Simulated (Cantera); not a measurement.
**Premixed flame**

A freely propagating, adiabatic, planar premixed flame of 24.6 % CO, 1.36 % H2, 18.1 % O2, 55.9 % N2, unburnt at 673 K and 9.67 atm; multicomponent transport, grid criteria slope 0.08 and curve 0.16, no radiation.

Model: GRI-Mech 3.0 (53 species, 325 reactions), integrated in Cantera. The hydrogen kinetics of GRI-Mech 3.0 are dated; newer H2 mechanisms differ, most at raised pressure. Burning velocities carry a grid error of a few per cent, more on coarse grids.

| z (mm) | T (K) | u (m/s) | x CO | x H2 | x O2 | x HO2 | x N2O | x NO |
|---|---|---|---|---|---|---|---|---|
| -0.242 | 673 | 0.815 | 0.246 | 0.0134 | 0.181 | 1.16e-8 | <1e-8 | <1e-8 |
| -0.162 | 673 | 0.815 | 0.247 | 0.0129 | 0.181 | 1.73e-7 | <1e-8 | <1e-8 |
| -0.121 | 674 | 0.816 | 0.247 | 0.0122 | 0.181 | 9.30e-7 | <1e-8 | <1e-8 |
| -0.0808 | 686 | 0.828 | 0.246 | 0.0106 | 0.181 | 9.87e-6 | <1e-8 | 3.88e-8 |
| -0.0404 | 819 | 0.982 | 0.238 | 0.00681 | 0.176 | 0.000159 | 1.28e-7 | 9.39e-7 |
| -0.0202 | 1149 | 1.36 | 0.209 | 0.00376 | 0.161 | 0.000342 | 7.03e-7 | 6.68e-6 |
| 0 | 1595 | 1.83 | 0.153 | 0.00114 | 0.130 | 0.000134 | 2.34e-6 | 2.17e-5 |
| 0.0202 | 1901 | 2.13 | 0.105 | 0.000497 | 0.104 | 5.99e-5 | 3.74e-6 | 4.79e-5 |
| 0.0404 | 2080 | 2.30 | 0.0774 | 0.000465 | 0.0901 | 3.42e-5 | 4.09e-6 | 8.09e-5 |
| 0.0808 | 2264 | 2.47 | 0.0536 | 0.000403 | 0.0797 | 1.60e-5 | 4.07e-6 | 0.000154 |
| 0.162 | 2409 | 2.59 | 0.0365 | 0.000283 | 0.0729 | 7.63e-6 | 3.51e-6 | 0.000305 |
| 0.323 | 2503 | 2.68 | 0.0246 | 0.000191 | 0.0680 | 5.04e-6 | 2.57e-6 | 0.000585 |
| 0.646 | 2547 | 2.71 | 0.0186 | 0.000147 | 0.0653 | 4.52e-6 | 2.01e-6 | 0.00107 |
x: mole fraction of selected species; z is measured from the peak of heat release.

```json
{
  "laminar_burning_velocity": "81.5 cm/s",
  "thermal_thickness": "0.0808 mm",
  "peak x(HO2)": "0.000359",
  "grid_points": "119"
}
```
